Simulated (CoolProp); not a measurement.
Values from CoolProp's reference Helmholtz-energy equation of state, Beckmüller 2019.

Task: Give the vapour pressure (kPa), enthalpy of vaporisation (kJ/kg), liquid cp (kJ/(kg K)) of saturated n-octane at 357.1, 402, 446.9 K.

Result: 
| T (K) | p (kPa) | enthalpy of vaporisation (kJ/kg) | liquid cp (kJ/(kg K)) |
|---|---|---|---|
| 357.1 | 27.0 | 328 | 2.46 |
| 402 | 111 | 299 | 2.66 |
| 446.9 | 326 | 265 | 2.89 |
